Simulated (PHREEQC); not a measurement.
1 kg of water meets 20 L of dry gas (CO2 0.32, CH4 0.31, H2S 0.37 by moles) at fixed total pressure, at 25 °C; fugacities by Peng-Robinson. The gases take part in no redox reaction, some water evaporates into the gas, and hydrates or a liquid gas phase aren't modelled. Nothing may precipitate in this run.

Model: ion-association model, phreeqc.dat, run in PHREEQC.

Predict dissolved CO2 (all carbonate carbon) (mol/kgw) at P (atm) = 5, 10.


```json
[
 {"P (atm)": "5", "dissolved CO2 (all carbonate carbon) (mol/kgw)": "0.0530"},
 {"P (atm)": "10", "dissolved CO2 (all carbonate carbon) (mol/kgw)": "0.103"}
]
```
